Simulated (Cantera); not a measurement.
## Thermodynamics of silicon oxide and oxynitride deposition, feed HMDSO + O₃ + N₂

Feed: 1 mol HMDSO, 2.6 mol O₃, 14 mol N₂, at 10.0 mbar.

These are equilibrium values from Cantera (NASA tables, ideal gas, pure condensed phases), not measurements of a reactor. Candidate condensed phases: C, C₆H₆, C₇H₈, C₈H₁₈, H₂O, Si, SiC, SiO₂, Si₂N₂O, Si₃N₄; 151 gas species. The feed counts by its element totals alone. N₂ is the only nitrogen source here; it is nearly inert below about 1500 K, so the nitride shown seldom forms there in practice. Mutual solubility and eutectic melting of coexisting phases are not modelled. The tables hold silica as quartz up to 1696 K and as liquid above; real silica turns to tridymite and cristobalite and melts near 1996 K. Equilibrium is a limit: real reactors are often held back by kinetics, nucleation or transport.

From 1398 K to 1623 K the condensed part is SiO₂(β-quartz) + Si₂N₂O(s). From 1698 K to 1848 K the condensed part is SiO₂(condensed). The main Si-bearing gas is SiO throughout. The share of Si in condensed phases is highest at 1398 K (99.9 %) and lowest at 1848 K (33.6 %).

| T (K) | x N₂ | x H₂ | x CO | x SiO | x H₂O | x H | x CO₂ | x HCN | n SiO₂(β-quartz) | n Si₂N₂O(s) | n SiO₂(condensed) |
|---|---|---|---|---|---|---|---|---|---|---|---|
| 1398 | 0.475 | 0.315 | 0.210 | 7.00e-5 | 3.23e-5 | 2.65e-5 | 9.95e-6 | 1.46e-5 | 1.20 | 0.400 | 0 |
| 1473 | 0.475 | 0.314 | 0.210 | 0.000633 | 3.84e-5 | 7.09e-5 | 1.03e-5 | 1.21e-5 | 1.19 | 0.394 | 0 |
| 1548 | 0.474 | 0.313 | 0.208 | 0.00460 | 4.46e-5 | 0.000172 | 1.07e-5 | 1.01e-5 | 1.15 | 0.356 | 0 |
| 1623 | 0.467 | 0.303 | 0.202 | 0.0278 | 4.95e-5 | 0.000380 | 1.07e-5 | 8.27e-6 | 0.923 | 0.125 | 0 |
| 1698 | 0.463 | 0.297 | 0.199 | 0.0399 | 0.000197 | 0.000788 | 3.85e-5 | 1.97e-6 | 0 | 0 | 0.793 |
| 1773 | 0.463 | 0.296 | 0.198 | 0.0408 | 0.000932 | 0.00155 | 0.000168 | 4.08e-7 | 0 | 0 | 0.767 |
| 1848 | 0.461 | 0.291 | 0.197 | 0.0438 | 0.00363 | 0.00286 | 0.000612 | 1.01e-7 | 0 | 0 | 0.671 |
x: gas mole fraction; n: condensed amount in mol.
